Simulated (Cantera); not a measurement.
**Adiabatic ignition**

An adiabatic, constant-pressure homogeneous reactor starts with 21.3 % H2, 21.3 % O2, 57.4 % N2, at 1075 K and 1.01 bar.

Cantera simulation using the H2/O2 subset of GRI-Mech 3.0, which has no nitrogen chemistry; the numbers are that mechanism's predictions, not measurements.

```csv
t (s),T (K),x H2,x O2,x H,x OH,x O
1.00e-6,1075,0.213,0.213,2.10e-10,1.02e-11,1.70e-11
4.06e-6,1075,0.213,0.213,9.98e-10,7.75e-11,1.74e-10
1.65e-5,1075,0.213,0.213,1.63e-8,1.44e-9,3.48e-9
6.69e-5,1076,0.212,0.213,0.000171,1.93e-5,3.61e-5
0.000272,2441,0.00418,0.113,0.00178,0.0182,0.00517
0.00110,2465,0.00332,0.114,0.00124,0.0166,0.00410
0.00448,2465,0.00332,0.114,0.00124,0.0166,0.00410
0.0182,2465,0.00332,0.114,0.00124,0.0166,0.00410
0.0739,2465,0.00332,0.114,0.00124,0.0166,0.00410
0.300,2465,0.00332,0.114,0.00124,0.0166,0.00410
```
x: mole fraction; the columns are a selection and need not sum to one.

```json
{
  "time_of_steepest_temperature_rise": "91.6 µs",
  "temperature at 0.300 s": "2465 K",
  "equilibrium_temperature": "2465 K",
  "x(H2) at 0.300 s": "0.00332 (gas-phase equilibrium 0.00332)",
  "x(O2) at 0.300 s": "0.114 (gas-phase equilibrium 0.114)",
  "x(H) at 0.300 s": "0.00124 (gas-phase equilibrium 0.00124)"
}
```
